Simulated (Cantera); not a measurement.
A perfectly stirred reactor is fed with C₂H₆ : N₂ = 1 : 47 (molar parts), at 1330 Pa; it is held at 1200 K, and followed from long to short residence time.

Detailed kinetics in Cantera: GRI-Mech 3.0 (53 species, 325 reactions). GRI-Mech 3.0 stops at C3 and has no aromatics, soot or wall deposition, so with more carbon than oxygen in the feed, carbon stays in small species such as C2H2 where larger ones or solid carbon would form. Radical loss at walls, strong at low pressure, is not modelled.

x: mole fraction; the columns are a selection and need not sum to one.

```
τ (s)     x C₂H₆     x CH₂    x C₂H₂     x CH₄     x C₂H  x CH₃
-------  -------  --------  --------  --------  --------  -----
0.91     0.00452   1.18e-8   0.00433   0.00344  3.77e-10      ?
0.20      0.0127   1.97e-8  0.000606   0.00131  9.46e-11      ?
0.045     0.0189   1.49e-8   2.67e-5  0.000226  1.23e-11      ?
0.0099    0.0206   2.87e-9   2.50e-7   1.85e-5    <1e-12      ?
0.0022    0.0208  1.15e-10  1.96e-10   1.11e-6    <1e-12      ?
0.00048   0.0208  2.21e-12    <1e-12   5.72e-8    <1e-12      ?
0.00011   0.0208    <1e-12    <1e-12   3.06e-9    <1e-12      ?
```

**Question.** Fill in the missing entries.

**Answer.** 
- 0.91, x CH₃: 6.35e-5
- 0.20, x CH₃: 0.000104
- 0.045, x CH₃: 9.51e-5
- 0.0099, x CH₃: 3.80e-5
- 0.0022, x CH₃: 1.03e-5
- 0.00048, x CH₃: 2.45e-6
- 0.00011, x CH₃: 5.71e-7
